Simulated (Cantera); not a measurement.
Gas mixture: 100 % O₂, at 0.0410 bar, frozen composition.

Cantera's kinetic-theory transport with the Lennard-Jones parameters of GRI-Mech 3.0, ideal gas; thermal conductivity in the multicomponent form.

D: mixture-averaged diffusion coefficient of that species in the mixture.

```csv
T (K),ρ (kg/m³),cp (J/kg/K),μ (µPa s),λ (mW/m/K),Pr,D (cm²/s) CH₄,D (cm²/s) H,D (cm²/s) OH
400,0.0394,941.4,25.6,33.9,0.712,9.31,52.5,13.2
500,0.0316,971.4,30.0,41.1,0.711,13.7,77.5,19.3
600,0.0263,1003,[?],[?],0.710,[?],[?],[?]
700,0.0225,1031,37.8,54.9,0.710,24.4,138,34.0
800,0.0197,1055,41.4,61.5,0.710,30.6,173,42.5
900,0.0175,1074,44.7,[?],0.709,[?],[?],[?]
1000,0.0158,1090,47.9,73.7,0.709,44.5,251,61.7
1100,0.0143,1103,51.0,79.4,0.709,52.2,295,72.3
1200,0.0131,1114,54.0,84.9,0.708,60.4,341,83.6
```

**Question.** What belongs in the gaps?

**Answer.** 
- 600, μ (µPa s): 34.1
- 600, λ (mW/m/K): 48.1
- 600, D (cm²/s) CH₄: 18.8
- 600, D (cm²/s) H: 106
- 600, D (cm²/s) OH: 26.2
- 900, λ (mW/m/K): 67.7
- 900, D (cm²/s) CH₄: 37.3
- 900, D (cm²/s) H: 211
- 900, D (cm²/s) OH: 51.8
